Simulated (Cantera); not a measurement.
An isothermal, constant-pressure homogeneous reactor starts with NO : N2 = 1 : 0.17 (molar parts), at 2125 K and 0.570 bar. Integrator tolerance rtol = 1e-08.

Computed with Cantera and GRI-Mech 3.0 (53 species, 325 reactions).

Question: What does this change do: temperature 2125 to 1475 K?

Answer: 
| quantity | before | after |
|---|---|---|
| x(NO) at 200 s | 0.0127 (gas-phase equilibrium 0.0127) | 0.370 (gas-phase equilibrium 0.00132) |
| x(N2O) at 200 s | 4.54e-7 (gas-phase equilibrium 4.54e-7) | 4.29e-5 (gas-phase equilibrium 5.24e-8) |
| x(O) at 200 s | 0.00143 (gas-phase equilibrium 0.00143) | 1.89e-6 (gas-phase equilibrium 2.50e-6) |
| x(NO2) at 200 s | 1.92e-5 (gas-phase equilibrium 1.92e-5) | 0.00172 (gas-phase equilibrium 8.19e-6) |
| x(N2) at 200 s | 0.566 (gas-phase equilibrium 0.566) | 0.387 (gas-phase equilibrium 0.572) |
| x(O2) at 200 s | 0.420 (gas-phase equilibrium 0.420) | 0.241 (gas-phase equilibrium 0.427) |
